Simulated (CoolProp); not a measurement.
Values from CoolProp's reference Helmholtz-energy equation of state, Lemmon 2006. It is a short technical equation, of lower accuracy than the large ones.

Question: Give the vapour pressure (MPa), vapour density (kg/m³), surface tension (mN/m) of saturated C3F8 (R218) at -43.45 °C.

Answer: 
| T (°C) | p (MPa) | vapour density (kg/m³) | surface tension (mN/m) |
|---|---|---|---|
| -43.45 | 0.0742 | 7.63 | 11.3 |

Surface tension comes from a separate correlation (Mulero 2012).
